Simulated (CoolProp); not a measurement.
Aqueous methanol as a coolant, at 22 °C, 1 atm.

Model: Melinder's fits for secondary coolants, in CoolProp.

| mass % | freezing point (°C) | conductivity (W/(m K)) | viscosity (mPa s) | cp (kJ/(kg K)) | density (kg/m³) |
|---|---|---|---|---|---|
| 5.3 | -3.2 | 0.569 | 1.10 | 4.203 | 988.5 |
| 12 | -8.1 | 0.530 | 1.29 | 4.182 | 978.0 |
| 18.7 | -13.9 | 0.493 | 1.47 | 4.125 | 968.0 |
| 25.4 | -20.5 | 0.457 | 1.62 | 4.052 | 957.8 |
| 32.1 | -28.2 | 0.423 | 1.70 | 3.964 | 947.1 |
| 38.8 | -37.0 | 0.392 | 1.73 | 3.855 | 935.5 |
| 45.5 | -47.0 | 0.364 | 1.71 | 3.718 | 923.2 |
| 52.2 | -58.3 | 0.338 | 1.64 | 3.561 | 909.9 |
| 58.9 | -70.8 | 0.314 | 1.54 | 3.412 | 895.4 |
